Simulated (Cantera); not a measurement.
Charge: 1 mol SiC, 0.18 mol CO2, 26 mol H2, at 925 K and 101000 Pa.

Cantera equilibrium calculation (NASA polynomials, part measured and part estimated; ideal gas, pure solids and liquids). Candidate condensed phases: C, C6H6, C7H8, C8H18, H2O, Si, SiC, SiO2; 123 gas species. Kinetics and transport are ignored.

Base state: H2 0.986, CH4 0.0140 (mole fractions); condensed: SiC(s) + SiO2(β-quartz).

What changes in the equilibrium state with this change: pressure from 101000 Pa to 133 Pa?


```csv
species,before,after
H2,0.986,1.000
CH4,0.0140,0.000302
"SiC(s), mol",0.820,0.820
"SiO2(β-quartz), mol",0.180,0.180
"C(graphite), mol",0,0.352
```
